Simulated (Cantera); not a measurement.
**Equilibrium for carbon deposition, reforming and gasification: CO + CO2**

A closed system holds: 1 mol CO, 1.3 mol CO2.

Equilibrium computed with Cantera from the NASA thermochemical tables; the gas is ideal and each condensed phase is pure. Candidate condensed phases: C; 12 gas species. The ideal-gas law is rough above about 30 bar. Kinetics and transport are ignored.

Stable condensed phases:

```
T in K \ P in Pa
               10       72      520     3700    27000   190000  1400000 10000000
   2573         A        A        A        A        A        A        A        A
   2373         A        A        A        A        A        A        A        A
   2173         A        A        A        A        A        A        A        A
   1973         A        A        A        A        A        A        A        A
   1773         A        A        A        A        A        A        A        A
   1573         A        A        A        A        A        A        A        A
   1373         A        A        A        A        A        A        A        A
   1173         A        A        A        A        A        A        A        A
    973         A        A        A        A        A        A        B        B
    773         A        A        A        B        B        B        B        B
```

A: gas only; B: C.
